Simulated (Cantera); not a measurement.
Charge: 1 mol LiOH, 0.02 mol H2O, equilibrated at 0.320 bar.

Method: chemical equilibrium by Gibbs-energy minimisation in Cantera with the NASA 1993 tables (ideal gas, pure condensed phases). Candidate condensed phases: H2O, Li, LiH, LiOH, Li2O; 17 gas species. Kinetics and transport are ignored.

x: gas mole fraction; n: condensed amount in mol.

| T (°C) | x H2O | x LiOH | x Li2O | x Li2(OH)2 | x H2 | x Li | x O2 | n Li2O(s) | n Li2O(l) |
|---|---|---|---|---|---|---|---|---|---|
| 1127 | 0.980 | 0.0195 | … | 0.000626 | 0.000110 | 1.85e-7 | 5.09e-5 | 0.495 | 0 |
| 1202 | 0.957 | 0.0418 | … | 0.000981 | 0.000224 | 1.09e-6 | 0.000103 | 0.488 | 0 |
| 1277 | 0.916 | 0.0820 | … | 0.00143 | 0.000422 | 5.37e-6 | 0.000192 | 0.477 | 0 |
| 1352 | 0.849 | 0.148 | … | 0.00192 | 0.000732 | 2.29e-5 | 0.000330 | 0.457 | 0 |
| 1427 | 0.750 | 0.246 | … | 0.00238 | 0.00116 | 8.61e-5 | 0.000527 | 0.426 | 0 |
| 1502 | 0.619 | 0.374 | … | 0.00265 | 0.00167 | 0.000291 | 0.000781 | 0.378 | 0 |
| 1577 | 0.471 | 0.519 | … | 0.00260 | 0.00213 | 0.000885 | 0.00109 | 0 | 0.312 |
| 1652 | 0.347 | 0.637 | … | 0.00211 | 0.00251 | 0.00229 | 0.00153 | 0 | 0.246 |

Question: Some entries are withheld; supply them.

Answer: 
- 1127, x Li2O: 6.28e-7
- 1202, x Li2O: 3.70e-6
- 1277, x Li2O: 1.82e-5
- 1352, x Li2O: 7.63e-5
- 1427, x Li2O: 0.000280
- 1502, x Li2O: 0.000912
- 1577, x Li2O: 0.00264
- 1652, x Li2O: 0.00611
